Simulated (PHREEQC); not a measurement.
A solution holds 1.2 mmol/kgw Cu(NO3)2, 0.068 mmol/kgw HCl and 3.6 mmol/kgw FeCl3, at 50 °C. Closed to the air; pH follows from the charge balance.

Computed with PHREEQC (ion-association model, phreeqc.dat).

```csv
quantity,before,after
pH,2.52,3.03
ionic strength (mol/kgw),0.0190,0.00337
CuCl+ (mol/kgw),5.93e-5,3.31e-6
CuCl2 (mol/kgw),3.25e-7,4.32e-9
CuOH+ (mol/kgw),2.54e-9,2.09e-9
```

Problem. What was changed between the two runs?
A) diluted 5-fold with water
B) Cu(NO3)2 from 0.0012 to 0.00012 mol/kgw
C) FeCl3 replaced by MnCl2 at the same molality
D) diluted 10-fold with water
E) Cu(NO3)2 from 0.0012 to 0.006 mol/kgw

Solution. A, diluted 5-fold with water

This is a speciation only: nothing precipitates in the calculation. Some of these states are supersaturated (in Hematite (slow to form), Goethite (slow to form), for instance). At this temperature some constants are extrapolated from 25 °C, and those without enthalpy data are left unchanged.
